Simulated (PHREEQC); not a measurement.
Dissolve 0.11 mol/kgw HBF4 and 0.00011 mol/kgw Ca(OH)2 at 55 °C. Closed to the air; pH follows from the charge balance.

The numbers come from PHREEQC with the ion-association model, phreeqc.dat.

pH: 1.07
ionic strength: 0.105 mol/kgw
total alkalinity: -440 meq/kg

| species | molality | activity | log γ |
|---|---|---|---|
| H+ | 0.105 | 0.0853 | -0.089 |
| BF4- | 0.102 | 0.0779 | -0.115 |
| HF | 0.0248 | 0.0254 | 0.010 |
| H3BO3 | 0.00535 | 0.00548 | 0.010 |
| BF3OH- | 0.00269 | 0.00206 | -0.115 |
| BF2(OH)2- | 0.000421 | 0.000323 | -0.115 |
| F- | 0.000150 | 0.000112 | -0.127 |
| Ca+2 | 0.000110 | 4.02e-5 | -0.437 |
| HF2- | 1.62e-5 | 1.24e-5 | -0.115 |

This is a speciation only: nothing precipitates in the calculation. At this temperature some constants are extrapolated from 25 °C, and those without enthalpy data are left unchanged. Real BF4- forms and hydrolyses slowly; the run takes it at equilibrium.
